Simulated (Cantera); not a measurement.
**Nitride etching: Si3N4 + H2O + H2**

A closed system holds: 1 mol Si3N4, 1.4 mol H2O, 32 mol H2, at 0.00750 bar.

These are equilibrium values from Cantera (NASA tables, ideal gas, pure condensed phases), not measurements of a reactor. Candidate condensed phases: H2O, Si, SiO2, Si2N2O, Si3N4; 35 gas species. Mutual solubility and eutectic melting of coexisting phases are not modelled. Equilibrium is a limit: real reactors are often held back by kinetics, nucleation or transport.

```csv
T (°C),log p H2,log p N2,log p SiO,log p H,log p Si,n Si2N2O(s),n Si3N4(s),n Si(s)
575,-2.13,-3.99,<-14,-11.79,<-14,1.40,0.0667,0
675,-2.13,-3.99,<-14,-10.35,<-14,1.40,0.0667,0
775,-2.13,-3.99,<-14,-9.18,<-14,1.40,0.0667,0
875,-2.13,-3.99,-12.38,-8.21,<-14,1.40,0.0667,0
975,-2.13,-3.99,-10.25,-7.40,-13.07,1.40,0.0667,0
1075,-2.13,-3.99,-8.45,-6.70,-10.92,1.40,0.0667,0
1175,-2.13,-3.99,-6.90,-6.10,-9.07,1.40,0.0669,0
1275,-2.13,-3.93,-5.57,-5.58,-7.50,1.39,0.0383,0.0971
1375,-2.14,-3.69,-4.13,-5.12,-6.59,1.06,0,0.542
```
log p: log10 of the partial pressure in bar; n: condensed amount in mol.

From 575 °C to 1175 °C the condensed part is Si2N2O(s) + Si3N4(s). At 1275 °C the condensed part is Si(s) + Si2N2O(s) + Si3N4(s). At 1375 °C the condensed part is Si(s) + Si2N2O(s).
